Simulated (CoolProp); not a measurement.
A Linde-Hampson liquefier for ethane: isothermal reversible compression at 320 K from 1 atm to 40 MPa, throttling to 1 atm, return gas leaving the recuperator 10 K below the feed. Each further row changes one setting.

Model: reference Helmholtz-energy equation of state, Bücker 2006, in CoolProp.

```
case                        liquid yield per pass  compression work (kJ/kg of gas)
--------------------------  ---------------------  -------------------------------
as stated                                   0.446                              414
high pressure 80 MPa                          ___                              ___
warm-end temperature 350 K                  0.376                              ___
warm-end gap 15 K                             ___                              414
```

What belongs in the gaps?


- high pressure 80 MPa, liquid yield per pass: 0.395
- high pressure 80 MPa, compression work (kJ/kg of gas): 499
- warm-end temperature 350 K, compression work (kJ/kg of gas): 482
- warm-end gap 15 K, liquid yield per pass: 0.439
